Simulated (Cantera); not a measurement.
Cantera run:

```python
import numpy as np
import cantera as ct

gas_names = """
    CL CL2 N N2 Si SiCL SiCL2 SiCL3 SiCL4 SiN Si2 Si2N Si3
""".split()
cond_names = """
    Si(cr) Si(L) Si3N4(a)
""".split()


# ... load() reads the species with a 1 bar reference pressure and builds the phases ...
atoms = {
    'Si2Cl6': {'Si': 2, 'CL': 6},
    'N2': {'N': 2},
}
top_T = {'Si3N4(a)': 2400}  # K; cautious upper limits of use, not melting points


# ... equilibrate(T, P, feed) seeds the gas with the atoms and calls Mixture.equilibrate('TP', solver="vcs", rtol=1e-11, max_steps=5000) ...
results = []
feed = {'Si2Cl6': 1, 'N2': 0.9}  # mol
T = 1925  # K
P = 25  # Pa
mix = equilibrate(T, P, feed)
results.append((T, P, feed, dict(zip(mix.species_names, mix.species_moles))))
x = sorted(zip(gas.X, gas.species_names), reverse=True)
print(f"T = {T:g} K  P = {P:g} Pa  gas = {mix.phase_moles(0):.4g} mol")
print("   x: " + "  ".join(f"{s} {v:.3e}" for v, s in x if v > 1e-05))
print("   condensed (mol): " + ("  ".join(f"{mix.phase(i).name} {mix.phase_moles(i):.4g}"
      for i in range(1, mix.n_phases) if mix.phase_moles(i) > 1e-12) or "none"))
```

Result:

```
T = 1925 K  P = 25 Pa  gas = 4.816 mol
   x: CL 3.977e-01  SiCL2 3.968e-01  N2 1.869e-01  SiCL3 1.660e-02  SiCL4 8.990e-04  SiCL 8.238e-04  Si 1.377e-04  CL2 1.318e-04
   condensed (mol): none
```

Equilibrium computed with Cantera from the NASA thermochemical tables; the gas is ideal and each condensed phase is pure. The feed counts by its element totals alone. The tables' values for SiCl3, SiCl are old estimates; treat these amounts as uncertain.
